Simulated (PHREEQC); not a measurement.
A PHREEQC speciation (ion-association model, phreeqc.dat) at 85 °C gives pH 1.24 and these molalities:

```csv
species,mol/kgw
H+,0.0708
HSO4-,0.0652
SO4-2,0.00533
Zn+2,0.00251
ZnSO4,0.000568
Zn(SO4)2-2,1.74e-5
```

**Question.** What are the element totals, and what could have been dissolved in 1 kg of water to give them?

**Answer.** One answer among several that fit: totals S(6) 0.0711, Zn 0.00310 mol/kgw, from 0.068 mol H2SO4 and 0.0031 mol ZnSO4 per kg of water.

This is a speciation only: nothing precipitates in the calculation. Away from 25 °C the constants follow the database's enthalpies or fits; those with neither stay at their 25 °C values.
